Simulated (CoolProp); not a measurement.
R410A at 293.15 K and 5.57 MPa flows at 3.5 m/s in a round tube of 25 mm bore and 1.5 µm roughness, fully developed (64/Re and Nu = 3.66 if laminar; Colebrook and Gnielinski if turbulent). Each further row changes one setting.

The numbers come from the reference Helmholtz-energy equation of state, Lemmon 2003 in CoolProp. It is a pseudo-pure fit of the blend.

| case | Reynolds number | Darcy friction factor | pressure drop (Pa/m) | heat-transfer coefficient (W/(m² K)) | mass flow (kg/h) |
|---|---|---|---|---|---|
| as stated | 700000 | 0.0134 | 3650 | 7370 | 6890 |
| velocity 7 m/s | 1400000 | 0.0124 | 13500 | 13800 | 13800 |
| diameter 50 mm | 1400000 | 0.0118 | 1610 | 6610 | 27600 |

Viscosity comes from a separate model (Geller 2000). Thermal conductivity comes from a separate model (Geller 2001).
